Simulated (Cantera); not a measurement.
What does this Cantera script print?

```python
import numpy as np
import cantera as ct

gas = ct.Solution("gri30.yaml")
gas.TPX = 1700, 13332, {'C2H6': 1, 'N2': 2.6}
reactor = ct.IdealGasConstPressureReactor(gas, energy="off", clone=False)
net = ct.ReactorNet([reactor])
net.rtol, net.atol = 1e-08, 1e-18
show = ['C2H6', 'H', 'CH3', 'C2H2', 'C2H4', 'C2H', 'HCN']
times = np.geomspace(5e-06, 100, 14)

steps = ct.SolutionArray(gas, extra=["t"])
rows = []
print(f"{'t/s':>10s}{'T/K':>9s}{'P/Pa':>11s}" + "".join(f"{s:>11s}" for s in show))
for t in times:
    while net.time < t:
        t_next = net.step()
        steps.append(gas.state, t=t_next)
    rows.append([np.interp(t, steps.t, y) for y in (steps.T, steps.P, *steps(*show).X.T)])
    print(f"{t:10.3e}{rows[-1][0]:9.1f}{rows[-1][1]:11.4g}" + "".join(f"{x:11.3e}" for x in rows[-1][2:]))
rate = np.gradient(steps.T, steps.t)
print("integrator steps:", len(steps.t))
if steps.T.max() > steps.T[0] + 200:
    print(f"time of steepest temperature rise: {steps.t[rate.argmax()]:.4e} s")
gas.TPX = 1700, 13332, {'C2H6': 1, 'N2': 2.6}
gas.equilibrate("TP")
print(f"equilibrium (TP): T = {gas.T:.1f} K  " + "  ".join(f"{s} {gas[s].X[0]:.3e}" for s in show))
```

Result:

```
       t/s      T/K       P/Pa       C2H6          H        CH3       C2H2       C2H4        C2H        HCN
 5.000e-06   1700.0  1.333e+04  2.694e-01  6.592e-05  9.985e-03  1.088e-07  4.380e-04  6.131e-13  1.535e-10
 1.822e-05   1700.0  1.333e+04  2.308e-01  4.362e-04  2.520e-02  1.148e-04  1.459e-02  1.069e-08  6.681e-08
 6.641e-05   1700.0  1.333e+04  9.635e-02  8.581e-04  2.957e-02  1.029e-02  8.766e-02  5.518e-07  4.417e-07
 2.420e-04   1700.0  1.333e+04  5.893e-03  7.434e-04  8.050e-03  6.908e-02  8.725e-02  1.590e-06  8.079e-07
 8.819e-04   1700.0  1.333e+04  2.376e-04  2.312e-04  1.739e-03  1.160e-01  4.048e-02  6.550e-07  8.503e-07
 3.214e-03   1700.0  1.333e+04  5.119e-05  1.256e-04  8.201e-04  1.410e-01  1.271e-02  3.906e-07  8.372e-07
 1.171e-02   1700.0  1.333e+04  4.374e-05  1.408e-04  7.806e-04  1.530e-01  1.359e-03  4.456e-07  8.421e-07
 4.269e-02   1700.0  1.333e+04  2.505e-05  1.602e-04  6.013e-04  1.600e-01  7.806e-04  4.877e-07  8.999e-07
 1.556e-01   1700.0  1.333e+04  6.411e-06  1.961e-04  3.145e-04  1.697e-01  4.727e-04  5.683e-07  1.078e-06
 5.669e-01   1700.0  1.333e+04  6.845e-07  2.299e-04  1.049e-04  1.757e-01  4.051e-04  6.482e-07  1.425e-06
 2.066e+00   1700.0  1.333e+04  8.135e-08  2.408e-04  3.277e-05  1.774e-01  4.055e-04  6.736e-07  1.860e-06
 7.529e+00   1700.0  1.333e+04  4.380e-08  2.421e-04  2.099e-05  1.777e-01  4.066e-04  6.764e-07  2.604e-06
 2.744e+01   1700.0  1.333e+04  4.342e-08  2.421e-04  2.084e-05  1.777e-01  4.066e-04  6.764e-07  5.374e-06
 1.000e+02   1700.0  1.333e+04  4.342e-08  2.421e-04  2.084e-05  1.777e-01  4.066e-04  6.764e-07  1.803e-05
integrator steps: 1697
equilibrium (TP): T = 1700.0 K  C2H6 2.833e-08  H 2.423e-04  CH3 1.683e-05  C2H2 1.157e-01  C2H4 2.649e-04  C2H 4.399e-07  HCN 1.246e-01
```

Computed with Cantera and GRI-Mech 3.0 (53 species, 325 reactions). GRI-Mech 3.0 stops at C3 and has no aromatics, soot or wall deposition, so with more carbon than oxygen in the feed, carbon stays in small species such as C2H2 where larger ones or solid carbon would form.
